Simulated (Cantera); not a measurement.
A closed system holds: 1 mol acetone, 0.95 mol H2, 2.6 mol NH3, held at 0.0133 bar.

Equilibrium computed with Cantera from the NASA thermochemical tables; the gas is ideal and each condensed phase is pure. Candidate condensed phases: C, C6H6, C7H8, C8H18, H2O; 169 gas species. Ions and electrons are included (thermal ionisation). The feed counts by its element totals alone. Equilibrium is a limit: real reactors are often held back by kinetics, nucleation or transport.

x: gas mole fraction; n: condensed amount in mol.

| T (K) | x H | x H2 | x N2 | x C | x CO | x N | x HCN | x C3 | x CN | x C2H2 (acetylene) | n C(graphite) |
|---|---|---|---|---|---|---|---|---|---|---|---|
| 2500 | 0.170 | 0.606 | 0.107 | 1.25e-5 | 0.0901 | 8.28e-7 | 0.0180 | 3.73e-5 | 0.000292 | 0.00656 | 1.62 |
| 3000 | 0.599 | 0.192 | 0.0694 | 0.00354 | 0.0659 | 3.18e-5 | 0.0215 | 0.0189 | 0.00693 | 0.0104 | 0 |
| 3500 | 0.786 | ? | 0.0605 | ? | 0.0534 | ? | ? | ? | ? | ? | 0 |
| 4000 | 0.786 | ? | 0.0591 | ? | 0.0505 | ? | ? | ? | ? | ? | 0 |
| 4500 | 0.779 | 0.000676 | 0.0536 | 0.0948 | 0.0495 | 0.0181 | 1.26e-5 | 5.95e-6 | 0.00385 | 2.73e-9 | 0 |
| 5000 | 0.761 | 0.000187 | 0.0353 | 0.0987 | 0.0449 | 0.0540 | 1.19e-6 | 1.85e-7 | 0.00156 | 3.33e-11 | 0 |

**Question.** Fill in the missing entries.

**Answer.** 
- 4000, x H2: 0.00324
- 4000, x C: 0.0850
- 4000, x N: 0.00374
- 4000, x HCN: 0.000181
- 4000, x C3: 0.000382
- 4000, x CN: 0.00918
- 4000, x C2H2 (acetylene): 5.79e-7
- 3500, x H2: 0.0236
- 3500, x C: 0.0382
- 3500, x N: 0.000472
- 3500, x HCN: 0.00270
- 3500, x C3: 0.0110
- 3500, x CN: 0.0139
- 3500, x C2H2 (acetylene): 0.000149
